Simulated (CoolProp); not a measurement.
Model: reference Helmholtz-energy equation of state, Gao 2022, in CoolProp.

### Question
For n-perfluorobutane, give the phase and the Z, cp (kJ/(kg K)), isothermal compressibility (1/MPa), expansivity (1/kK) at 287.2 K and 7.5 MPa.

### Answer
- 287.2 K and 7.5 MPa: liquid; Z 0.473, cp 1.11, isothermal compressibility 0.00330, expansivity 2.05
